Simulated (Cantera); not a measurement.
Input (Python, Cantera) and output of one run.

```python
import numpy as np
import cantera as ct

gas_names = [...]  # 151 gases of nasa_gas.yaml made of C, H, N, O, Si
cond_names = """
    C(gr) C6H6(L) C7H8(L) C8H18(L),n-octa H2O(s) H2O(L) Si(cr) Si(L) SiC(b) SiO2(Lqz) SiO2(hqz) SiO2(L)
    Si2N2O(s) Si3N4(a)
""".split()


# ... load() reads the species with a 1 bar reference pressure and builds the phases ...
atoms = {
    'SiC': {'Si': 1, 'C': 1},
    'N2O': {'N': 2, 'O': 1},
    'N2': {'N': 2},
    'H2O': {'H': 2, 'O': 1},
}
top_T = {'C(gr)': 4500, 'SiC(b)': 3050, 'Si2N2O(s)': 2100, 'Si3N4(a)': 2400}  # K; cautious upper limits of use, not melting points


# ... equilibrate(T, P, feed) seeds the gas with the atoms and calls Mixture.equilibrate('TP', solver="vcs", rtol=1e-11, max_steps=5000) ...
results = []
feed = {'SiC': 1, 'N2O': 0.012, 'N2': 85, 'H2O': 0.21}  # mol
P = 5300  # Pa
for T in [925, 1025, 1125, 1225, 1325, 1425, 1525, 1625, 1725, 1825, 1925, 2025, 2125]:
    mix = equilibrate(T, P, feed)
    results.append((T, P, feed, dict(zip(mix.species_names, mix.species_moles))))
    x = sorted(zip(gas.X, gas.species_names), reverse=True)
    print(f"T = {T:g} K  P = {P:g} Pa  gas = {mix.phase_moles(0):.4g} mol")
    print("   x: " + "  ".join(f"{s} {v:.3e}" for v, s in x if v > 0.001))
    print("   condensed (mol): " + ("  ".join(f"{mix.phase(i).name} {mix.phase_moles(i):.4g}"
          for i in range(1, mix.n_phases) if mix.phase_moles(i) > 1e-12) or "none"))
```

It prints:

```
T = 925 K  P = 5300 Pa  gas = 84.63 mol
   x: N2 9.975e-01  H2 2.481e-03
   condensed (mol): C(gr) 1  Si2N2O(s) 0.222  Si3N4(a) 0.1853
T = 1025 K  P = 5300 Pa  gas = 84.63 mol
   x: N2 9.975e-01  H2 2.481e-03
   condensed (mol): C(gr) 1  Si2N2O(s) 0.222  Si3N4(a) 0.1853
T = 1125 K  P = 5300 Pa  gas = 84.63 mol
   x: N2 9.975e-01  H2 2.481e-03
   condensed (mol): C(gr) 0.9999  Si2N2O(s) 0.222  Si3N4(a) 0.1853
T = 1225 K  P = 5300 Pa  gas = 84.63 mol
   x: N2 9.975e-01  H2 2.479e-03
   condensed (mol): C(gr) 0.9994  Si2N2O(s) 0.2219  Si3N4(a) 0.1854
T = 1325 K  P = 5300 Pa  gas = 84.63 mol
   x: N2 9.975e-01  H2 2.475e-03
   condensed (mol): C(gr) 0.9972  Si2N2O(s) 0.2203  Si3N4(a) 0.1864
T = 1425 K  P = 5300 Pa  gas = 84.64 mol
   x: N2 9.973e-01  H2 2.465e-03
   condensed (mol): C(gr) 0.984  Si2N2O(s) 0.2086  Si3N4(a) 0.1943
T = 1525 K  P = 5300 Pa  gas = 85.29 mol
   x: N2 9.958e-01  H2 2.432e-03  CO 1.715e-03
   condensed (mol): SiC(b) 0.849  Si2N2O(s) 0.07531
T = 1625 K  P = 5300 Pa  gas = 85.3 mol
   x: N2 9.957e-01  H2 2.436e-03  CO 1.703e-03
   condensed (mol): SiC(b) 0.8517  Si2N2O(s) 0.07157
T = 1725 K  P = 5300 Pa  gas = 85.36 mol
   x: N2 9.949e-01  H2 2.426e-03  CO 2.062e-03
   condensed (mol): SiC(b) 0.8217  Si3N4(a) 0.04402
T = 1825 K  P = 5300 Pa  gas = 85.45 mol
   x: N2 9.948e-01  H2 2.397e-03  CO 1.304e-03  SiO 1.294e-03
   condensed (mol): SiC(b) 0.8862
T = 1925 K  P = 5300 Pa  gas = 85.47 mol
   x: N2 9.947e-01  H2 2.331e-03  CO 1.361e-03  SiO 1.237e-03
   condensed (mol): SiC(b) 0.8791
T = 2025 K  P = 5300 Pa  gas = 85.51 mol
   x: N2 9.941e-01  H2 2.208e-03  CO 1.566e-03  SiO 1.031e-03
   condensed (mol): SiC(b) 0.8562
T = 2125 K  P = 5300 Pa  gas = 85.6 mol
   x: N2 9.929e-01  H2 1.987e-03  CO 1.984e-03  Si 1.390e-03
   condensed (mol): SiC(b) 0.8049
```

Cantera equilibrium calculation (NASA polynomials, part measured and part estimated; ideal gas, pure solids and liquids). Mutual solubility and eutectic melting of coexisting phases are not modelled. The tables' values for SiN are old estimates; treat these amounts as uncertain.
